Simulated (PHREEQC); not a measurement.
A made-up water analysis in mg/L, 78 °C, pH 3.08, pe 10.7:

| constituent | mg/L |
|---|---|
| Na | 122 |
| K | 145 |
| Ca | 319 |
| Mg | 52.2 |
| Cl | 225 |
| S(6) as SO4 | 1370 |
| Fe(3) | 85.7 |
| O(0) (dissolved oxygen) | 0.606 |
| Cu(2) | 4.38 |
| Cd | 6.39 |

Na is adjusted to close the charge balance.
Valence states are taken as typed.

Equilibrium calculation in PHREEQC: ion-association model, wateq4f.dat.

This is a speciation only: nothing precipitates in the calculation.

Q: Estimate the ionic strength.

A: ionic strength 0.0394 mol/kgw.

Q: In which forms is Cd present?

A: Cd+2 50 %, CdSO4 32 %, CdCl+ 16 %, Cd(SO4)2-2 2.2 % of the Cd.

Examples of supersaturated solids here: Jarosite-K, Jarosite-Na. Others may be too. Constants without temperature data keep their 25 °C values here.
